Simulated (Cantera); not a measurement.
Input: 1 mol C2F6, 1.4 mol CH4, 0.78 mol H2, held at 13300 Pa.

Cantera equilibrium calculation (NASA polynomials, part measured and part estimated; ideal gas, pure solids and liquids). Candidate condensed phases: C, C6H6, C7H8, C8H18; 95 gas species. The feed counts by its element totals alone. Rates play no part.

Task: What share of the C ends up in condensed phases as a function of T (°C), at 2652, 2702, 2752, 2802, 2852, 2902, 2952, 3002, 3052, 3102, 3152?

Result: 
```csv
T (°C),C condensed (%),as
2652,97.9,C(graphite)
2702,97.1,C(graphite)
2752,95.8,C(graphite)
2802,93.9,C(graphite)
2852,90.9,C(graphite)
2902,86.1,C(graphite)
2952,78.7,C(graphite)
3002,66.9,C(graphite)
3052,48.2,C(graphite)
3102,17.9,C(graphite)
3152,0.0,-
```
